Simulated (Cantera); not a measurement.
A freely propagating, adiabatic, planar premixed flame of H2 : O2 : N2 = 1 : 0.2 : 0.752 (molar parts), unburnt at 548 K and 6.00 bar; mixture-averaged transport, grid criteria slope 0.08 and curve 0.16, no radiation.

Cantera simulation using the H2/O2 subset of GRI-Mech 3.0, which has no nitrogen chemistry; the numbers are that mechanism's predictions, not measurements. The hydrogen kinetics of GRI-Mech 3.0 are dated; newer H2 mechanisms differ, most at raised pressure. Burning velocities carry a grid error of a few per cent, more on coarse grids.

Q: How do the results move with these cheaper or finer settings: unity-Lewis-number transport; multicomponent transport; multicomponent+Soret transport; grid criteria slope 0.5, curve 1; grid criteria slope 0.25, curve 0.5; grid criteria slope 0.03, curve 0.06?

A: 
| setting | laminar burning velocity | thermal thickness | peak x(O) | peak x(H) | grid points |
|---|---|---|---|---|---|
| as above | 682 cm/s | 0.0465 mm | 0.00128 | 0.0423 | 110 |
| unity-Lewis-number transport | 426 cm/s | 0.0479 mm | 0.000871 | 0.0437 | 107 |
| multicomponent transport | 671 cm/s | 0.0470 mm | 0.00125 | 0.0423 | 110 |
| multicomponent+Soret transport | 654 cm/s | 0.0455 mm | 0.00129 | 0.0422 | 110 |
| grid criteria slope 0.5, curve 1 | 666 cm/s | 0.0600 mm | 0.000932 | 0.0411 | 37 |
| grid criteria slope 0.25, curve 0.5 | 696 cm/s | 0.0507 mm | 0.00125 | 0.0429 | 50 |
| grid criteria slope 0.03, curve 0.06 | 679 cm/s | 0.0454 mm | 0.00130 | 0.0420 | 250 |
Unity Lewis numbers drop preferential diffusion, which matters most where H2 and H carry the flame; Soret adds thermal diffusion.
